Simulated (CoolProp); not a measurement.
Vapour-liquid equilibrium of n-octane (1) + m-xylene (2) at 431.8 K; x and y are mole fractions of (1).

Model: multi-fluid Helmholtz-energy mixture model, Beckmüller 2019 and Zhou 2012; pair parameters Bell 2016, in CoolProp.

```
x     bubble pressure (MPa)  y at the bubble point  dew pressure at overall composition x (MPa)  liquid density (mol/L)
----  ---------------------  ---------------------  -------------------------------------------  ----------------------
0.05                 0.1710                  0.072                                       0.1697                   6.810
0.15                 0.1790                  0.203                                       0.1757                   6.586
0.25                 0.1867                  0.321                                       0.1820                   6.373
0.35                 0.1939                  0.429                                       0.1886                   6.171
0.45                 0.2008                  0.529                                       0.1954                   5.977
0.55                 0.2073                  0.622                                       0.2023                   5.793
0.65                 0.2135                  0.711                                       0.2093                   5.617
0.75                 0.2195                  0.796                                       0.2163                   5.449
0.85                 0.2253                  0.879                                       0.2232                   5.289
0.95                 0.2308                  0.960                                       0.2301                   5.136
```

No azeotrope shows between x = 0.05 and 0.95.

Pair parameters are fitted to limited data, so mixtures are less certain than the pure fluids.
